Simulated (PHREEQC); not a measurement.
Dissolve 16 mmol/kgw CdCl2 and 0.23 mmol/kgw H2SO4 at 20 °C. It is in equilibrium with CO2 at log p = -3.5 (atm). Otherwise closed; pH follows from the charge balance.

Computed with PHREEQC (ion-association model, phreeqc.dat).

The ionic strength comes out as 0.0305 mol/kgw. What activity coefficients do Cl-, H+, CdCl+, Cd+2, HSO4- get?

Cl- 0.85, H+ 0.87, CdCl+ 0.85, Cd+2 0.52, HSO4- 0.85.

This is a speciation only: nothing precipitates in the calculation. Species that the database lacks are ignored.
